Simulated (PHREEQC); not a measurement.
Dissolve 0.011 mol/kgw HF and 0.014 mol/kgw KF at 25 °C. Closed to the air; pH follows from the charge balance.

Computed with PHREEQC (ion-association model, phreeqc.dat).

Precipitation was switched off in this run.

Task: Predict the pH.

Result: pH 3.27.

Task: In which forms is F present?

Result: F- 56 %, HF 40 %, HF2- 4.3 % of the F.

Complexes and solids missing from the database can't appear.
